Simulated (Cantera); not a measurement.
# Ignition delay

Mixture: 6.01 % CH4, 0.379 % H2, 19.7 % O2, 73.9 % N2, equivalence ratio 0.62, at 2.70 bar, adiabatic and at constant volume. Ignition delay is the time to a rise of 400 K.

Detailed kinetics in Cantera: GRI-Mech 3.0 (53 species, 325 reactions).

```
T0 (K)  delay (ms)
------  ----------
1200          7.04
1300          2.33
1400         0.825
1500         0.323
1600         0.142
1700        0.0696
```

The apparent activation energy between 1500 and 1700 K is 160 kJ/mol.
